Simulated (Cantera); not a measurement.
Input (Python, Cantera) and output of one run.

```python
import numpy as np
import cantera as ct

gas_names = """
    CL CLO CL2 Fe FeCL FeCL2 FeCL3 FeO Fe(OH)2 Fe2CL4 Fe2CL6 H HCL HOCL HO2 H2 H2O H2O2 O OH O2 O3
""".split()
cond_names = """
    Fe(a) Fe(c) Fe(d) Fe(L) FeCL2(s) FeCL2(L) FeCL3(s) FeCL3(L) FeO(s) FeO(L) Fe(OH)2(s) Fe(OH)3(s)
    Fe2O3(s) Fe3O4(s) H2O(s) H2O(L)
""".split()


# ... load() reads the species with a 1 bar reference pressure and builds the phases ...
atoms = {
    'Fe3O4': {'Fe': 3, 'O': 4},
    'HCl': {'H': 1, 'CL': 1},
}
top_T = {'Fe2O3(s)': 1830, 'Fe3O4(s)': 1870}  # K; cautious upper limits of use, not melting points


# ... equilibrate(T, P, feed) seeds the gas with the atoms and calls Mixture.equilibrate('TP', solver="vcs", rtol=1e-11, max_steps=5000) ...
results = []
feed = {'Fe3O4': 1, 'HCl': 2.6}  # mol
T = 1523.15  # K
for P in [1000, 4000, 16000, 63000, 250000, 1000000]:
    mix = equilibrate(T, P, feed)
    results.append((T, P, feed, dict(zip(mix.species_names, mix.species_moles))))
    x = sorted(zip(gas.X, gas.species_names), reverse=True)
    print(f"T = {T:g} K  P = {P:g} Pa  gas = {mix.phase_moles(0):.4g} mol")
    print("   x: " + "  ".join(f"{s} {v:.3e}" for v, s in x if v > 0.0001))
    print("   condensed (mol): " + ("  ".join(f"{mix.phase(i).name} {mix.phase_moles(i):.4g}"
          for i in range(1, mix.n_phases) if mix.phase_moles(i) > 1e-12) or "none"))
```

Result:

```
T = 1523.15 K  P = 1000 Pa  gas = 2.682 mol
   x: HCL 6.234e-01  H2O 1.729e-01  FeCL2 1.595e-01  CL 2.086e-02  O2 2.072e-02  FeCL3 1.443e-03  CL2 9.382e-04  OH 2.223e-04
   condensed (mol): Fe3O4(s) 0.8561
T = 1523.15 K  P = 4000 Pa  gas = 2.667 mol
   x: HCL 6.488e-01  H2O 1.630e-01  FeCL2 1.472e-01  O2 1.925e-02  CL 1.552e-02  FeCL3 3.964e-03  CL2 2.078e-03  OH 1.499e-04
   condensed (mol): Fe3O4(s) 0.8656
T = 1523.15 K  P = 16000 Pa  gas = 2.644 mol
   x: HCL 6.686e-01  H2O 1.573e-01  FeCL2 1.322e-01  O2 1.631e-02  CL 1.105e-02  FeCL3 1.013e-02  CL2 4.210e-03
   condensed (mol): Fe3O4(s) 0.8744
T = 1523.15 K  P = 63000 Pa  gas = 2.61 mol
   x: HCL 6.786e-01  H2O 1.588e-01  FeCL2 1.135e-01  FeCL3 2.259e-02  O2 1.166e-02  CL 7.286e-03  CL2 7.208e-03  Fe2CL4 2.700e-04
   condensed (mol): Fe3O4(s) 0.8811
T = 1523.15 K  P = 250000 Pa  gas = 2.561 mol
   x: HCL 6.734e-01  H2O 1.710e-01  FeCL2 9.967e-02  FeCL3 4.016e-02  CL2 7.443e-03  O2 3.749e-03  CL 3.717e-03  Fe2CL4 8.262e-04
   condensed (mol): Fe2O3(s) 0.07854  Fe3O4(s) 0.8268
T = 1523.15 K  P = 1e+06 Pa  gas = 2.519 mol
   x: HCL 6.520e-01  H2O 1.901e-01  FeCL2 8.404e-02  FeCL3 6.219e-02  CL2 6.276e-03  Fe2CL4 2.349e-03  CL 1.706e-03  O2 9.372e-04  Fe2CL6 3.214e-04
   condensed (mol): Fe2O3(s) 0.07612  Fe3O4(s) 0.822
```

Method: chemical equilibrium by Gibbs-energy minimisation in Cantera with the NASA 1993 tables (ideal gas, pure condensed phases). Mutual solubility and eutectic melting of coexisting phases are not modelled.
